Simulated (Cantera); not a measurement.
Feed: 1 mol SiCl4, 0.58 mol H2, at 775 K and 0.200 bar.

These are equilibrium values from Cantera (NASA tables, ideal gas, pure condensed phases), not measurements of a reactor. Candidate condensed phases: Si; 19 gas species. The tables' values for SiCl3 are old estimates; treat these amounts as uncertain. Equilibrium is a limit: real reactors are often held back by kinetics, nucleation or transport.

Base state: SiCl4 0.621, H2 0.355, HCl 0.0120, SiHCl3 0.0119, SiCl3 1.84e-5, SiH2Cl2 1.76e-5 (mole fractions); condensed: gas only.

Q: What changes in the equilibrium state with this change: 0.091 mol HF added?

A: 
| species | before | after |
|---|---|---|
| SiCl4 | 0.621 | 0.583 |
| H2 | 0.355 | 0.345 |
| HCl | 0.0120 | 0.0568 |
| SiF4 | 0 | 0.0136 |
| SiHCl3 | 0.0119 | 0.00229 |
| SiHF3 | 0 | 3.01e-5 |
| SiH2Cl2 | 1.76e-5 | 6.94e-7 |
| SiCl3 | 1.84e-5 | 3.59e-6 |

Q: What changes in the equilibrium state with this change: temperature from 775 K to 1123 K?

A: 
```json
[
 {"species": "SiCl4", "before": "0.621", "after": "0.565"},
 {"species": "H2", "before": "0.355", "after": "0.307"},
 {"species": "HCl", "before": "0.0120", "after": "0.0661"},
 {"species": "SiCl3", "before": "1.84e-5", "after": "0.0129"},
 {"species": "SiHCl3", "before": "0.0119", "after": "0.0450"},
 {"species": "SiCl2", "before": "7.74e-8", "after": "0.00365"},
 {"species": "SiH2Cl2", "before": "1.76e-5", "after": "0.000440"}
]
```
